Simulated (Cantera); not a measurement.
An isothermal, constant-pressure homogeneous reactor starts with NO : N2 = 1 : 1.1 (molar parts), at 2025 K and 52.5 Torr. Integrator tolerance rtol = 1e-08.

Cantera simulation using GRI-Mech 3.0 (53 species, 325 reactions); the numbers are that mechanism's predictions, not measurements.

Problem. What does this change do: temperature 2025 to 1623 K?

Solution. 
```tsv
quantity	before	after
x(NO) at 90.0 s	0.00850 (gas-phase equilibrium 0.00850)	0.377 (gas-phase equilibrium 0.00224)
x(O2) at 90.0 s	0.233 (gas-phase equilibrium 0.233)	0.0496 (gas-phase equilibrium 0.237)
x(O) at 90.0 s	0.00148 (gas-phase equilibrium 0.00148)	1.71e-5 (gas-phase equilibrium 3.52e-5)
x(N2) at 90.0 s	0.757 (gas-phase equilibrium 0.757)	0.574 (gas-phase equilibrium 0.761)
x(N2O) at 90.0 s	1.24e-7 (gas-phase equilibrium 1.24e-7)	4.71e-5 (gas-phase equilibrium 3.45e-8)
x(NO2) at 90.0 s	3.91e-6 (gas-phase equilibrium 3.91e-6)	0.000182 (gas-phase equilibrium 2.38e-6)
```
